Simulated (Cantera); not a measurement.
A freely propagating, adiabatic, planar premixed flame of H2 : O2 : N2 : H2O = 1 : 0.685 : 2.58 : 1 (molar parts), equivalence ratio 0.73, unburnt at 625 K and 1.01 bar; mixture-averaged transport, grid criteria slope 0.08 and curve 0.16, no radiation.

Computed with Cantera and the H2/O2 subset of GRI-Mech 3.0, which has no nitrogen chemistry. Burning velocities carry a grid error of a few per cent, more on coarse grids.

x: mole fraction of selected species; z is measured from the peak of heat release.

```csv
z (mm),T (K),u (m/s),x H2,x O2,x H2O,x H2O2,x OH,x O
-1.21,625,3.20,0.190,0.130,0.190,<1e-8,<1e-8,<1e-8
-0.804,625,3.20,0.190,0.130,0.190,<1e-8,<1e-8,<1e-8
-0.603,625,3.20,0.189,0.130,0.190,1.10e-8,<1e-8,<1e-8
-0.402,626,3.19,0.185,0.131,0.191,3.08e-7,<1e-8,3.60e-8
-0.201,676,3.37,0.163,0.132,0.201,2.24e-5,3.76e-5,9.47e-6
-0.101,887,4.32,0.127,0.124,0.231,3.91e-5,0.000534,0.000227
0,1204,5.75,0.0772,0.0985,0.290,1.38e-5,0.00200,0.00187
0.101,___,6.81,___,___,0.343,___,___,___
0.201,1565,7.40,0.0231,0.0547,0.368,3.69e-6,0.00813,0.00461
0.402,1695,7.97,0.0149,0.0471,0.384,1.93e-6,0.00943,0.00372
0.804,1800,8.42,0.00950,0.0435,0.396,1.03e-6,0.00857,0.00222
1.61,1870,8.71,0.00499,0.0415,0.405,5.92e-7,0.00665,0.00109
3.22,1908,8.86,___,0.0406,0.411,___,___,___
```

Q: Some entries are withheld; supply them.

A: 
- 0.101, T (K): 1434
- 0.101, x H2: 0.0388
- 0.101, x O2: 0.0691
- 0.101, x H2O2: 5.93e-6
- 0.101, x OH: 0.00541
- 0.101, x O: 0.00404
- 3.22, x H2: 0.00217
- 3.22, x H2O2: 3.39e-7
- 3.22, x OH: 0.00458
- 3.22, x O: 0.000464
